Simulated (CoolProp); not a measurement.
Properties of n-hexane along the isotherm 600 K.

Model: reference Helmholtz-energy equation of state, Thol 2019, in CoolProp.

```csv
p (bar),phase,density (kg/m³),cv (kJ/(kg K)),isothermal compressibility (1/MPa),Prandtl number,fugacity coefficient
0.963,gas,1.674,2.791,10.45,0.737,0.9939
1.41,gas,2.458,2.791,7.157,0.738,0.9910
2.07,gas,3.624,2.792,4.896,[?],0.9868
3.04,gas,5.356,2.794,3.355,0.744,0.9807
4.47,gas,[?],2.796,[?],0.751,0.9717
6.56,gas,11.83,2.799,[?],0.763,0.9587
9.63,gas,17.75,2.804,1.110,0.787,0.9398
14.1,gas,26.85,2.812,0.7842,0.829,0.9126
20.7,gas,41.51,2.824,0.5644,0.895,0.8735
30.4,gas,66.27,2.843,0.4203,0.996,0.8180
44.7,supercritical,112.1,2.874,0.3268,1.17,[?]
65.6,supercritical,199.3,2.900,0.2155,1.52,0.6421
96.3,supercritical,299.3,[?],0.07482,1.90,0.5401
141,supercritical,366.9,2.868,0.02858,2.18,[?]
207,supercritical,[?],2.863,0.01370,2.45,0.4222
304,supercritical,459.8,2.865,0.007493,2.72,0.4207
```

Q: Some entries are withheld; supply them.

A: 
- 2.07, Prandtl number: 0.740
- 4.47, density (kg/m³): 7.951
- 4.47, isothermal compressibility (1/MPa): 2.304
- 6.56, isothermal compressibility (1/MPa): 1.593
- 44.7, fugacity coefficient: 0.7411
- 96.3, cv (kJ/(kg K)): 2.884
- 141, fugacity coefficient: 0.4641
- 207, density (kg/m³): 417.2

Viscosity comes from a separate model (Michailidou 2013). Thermal conductivity comes from a separate model (Assael 2013).
